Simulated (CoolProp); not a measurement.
The fluid at 293.15 K and 2.37 MPa is throttled through a valve to 1.65 MPa with no heat exchange. The same conditions are run with several fluids, on thermodynamics alone (safety and materials aside).

The numbers come from the reference Helmholtz-energy equation of state of each fluid (carbonyl sulfide: Lemmon 2006; c-C4F8 (RC318): Platzer 1990; R114: Platzer 1990; R1224YDZ: Akasaka 2023; cyclopropane: Polt 1992) in CoolProp. The equations of Platzer and Polt are older, rougher fits.

```json
[
 {"fluid": "carbonyl sulfide", "temperature change (K)": "+0.1", "final density (kg/m³)": "…"},
 {"fluid": "c-C4F8 (RC318)", "temperature change (K)": "+0.1", "final density (kg/m³)": "…"},
 {"fluid": "R114", "temperature change (K)": "+0.2", "final density (kg/m³)": "1480"},
 {"fluid": "R1224YDZ", "temperature change (K)": "+0.2", "final density (kg/m³)": "…"},
 {"fluid": "cyclopropane", "temperature change (K)": "+0.1", "final density (kg/m³)": "…"}
]
```

Task: What belongs in the gaps?

Result: 
- carbonyl sulfide, final density (kg/m³): 1010
- c-C4F8 (RC318), final density (kg/m³): 1530
- R1224YDZ, final density (kg/m³): 1380
- cyclopropane, final density (kg/m³): 629
